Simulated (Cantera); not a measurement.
**Thermodynamics of boron, boron nitride and boron oxide, feed BF₃ + NH₃ + H₂**

A closed system holds: 1 mol BF₃, a varied amount of NH₃, 120 mol H₂, held at 0.100 bar.

Cantera equilibrium calculation (NASA polynomials, part measured and part estimated; ideal gas, pure solids and liquids). Candidate condensed phases: B, BN; 31 gas species. The tables' values for BF₂ are old estimates. Equilibrium is a limit: real reactors are often held back by kinetics, nucleation or transport.

Q: Map the stable condensed phases over T = 1375, 1450, 1525, 1600, 1675, 1750, 1825, 1900, 1975, 2050, 2125, 2200, 2275 K and n(NH₃) in mol = 0.16, 0.22, 0.29, 0.39, 0.52, 0.69, 0.93, 1.2, 1.7, 2.2, 3.

A: 
```
T in K \ n(NH₃) in mol
         0.16 0.22 0.29 0.39 0.52 0.69 0.93  1.2  1.7  2.2    3
   2275     A    A    A    A    A    A    A    A    A    A    A
   2200     A    A    A    A    A    A    A    A    A    A    A
   2125     A    A    A    A    A    A    A    A    A    A    A
   2050     A    A    A    A    A    A    A    A    A    A    A
   1975     A    A    A    A    A    A    A    A    A    A    A
   1900     A    A    A    A    A    A    A    A    A    A    A
   1825     A    A    A    A    A    A    A    A    B    B    B
   1750     A    A    B    B    B    B    B    B    B    B    B
   1675     B    B    B    B    B    B    B    B    B    B    B
   1600     B    B    B    B    B    B    B    B    B    B    B
   1525     B    B    B    B    B    B    B    B    B    B    B
   1450     B    B    B    B    B    B    B    B    B    B    B
   1375     B    B    B    B    B    B    B    B    B    B    B
```
A: gas only; B: BN.
